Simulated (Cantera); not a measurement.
What does this Cantera script print?

```python
import numpy as np
import cantera as ct

gas_names = [...]  # 109 gases of nasa_gas.yaml made of C, Cl, H, Si
cond_names = """
    C(gr) C6H6(L) C7H8(L) C8H18(L),n-octa Si(cr) Si(L) SiC(b)
""".split()


# ... load() reads the species with a 1 bar reference pressure and builds the phases ...
atoms = {
    'SiH2Cl2': {'Si': 1, 'H': 2, 'CL': 2},
    'C2H4': {'C': 2, 'H': 4},
    'H2': {'H': 2},
}
top_T = {'C(gr)': 4500, 'SiC(b)': 3050}  # K; cautious upper limits of use, not melting points


# ... equilibrate(T, P, feed) seeds the gas with the atoms and calls Mixture.equilibrate('TP', solver="vcs", rtol=1e-11, max_steps=5000) ...
results = []
feed = {'SiH2Cl2': 1, 'C2H4': 0.87, 'H2': 320}  # mol
T = 1900  # K
P = 350  # Pa
mix = equilibrate(T, P, feed)
results.append((T, P, feed, dict(zip(mix.species_names, mix.species_moles))))
x = sorted(zip(gas.X, gas.species_names), reverse=True)
print(f"T = {T:g} K  P = {P:g} Pa  gas = {mix.phase_moles(0):.4g} mol")
print("   x: " + "  ".join(f"{s} {v:.3e}" for v, s in x if v > 0.001))
print("   condensed (mol): " + ("  ".join(f"{mix.phase(i).name} {mix.phase_moles(i):.4g}"
      for i in range(1, mix.n_phases) if mix.phase_moles(i) > 1e-12) or "none"))
```

Result:

```
T = 1900 K  P = 350 Pa  gas = 326 mol
   x: H2 9.801e-01  H 1.328e-02  HCL 6.064e-03
   condensed (mol): C(gr) 0.5433  SiC(b) 0.9488
```

Method: chemical equilibrium by Gibbs-energy minimisation in Cantera with the NASA 1993 tables (ideal gas, pure condensed phases).
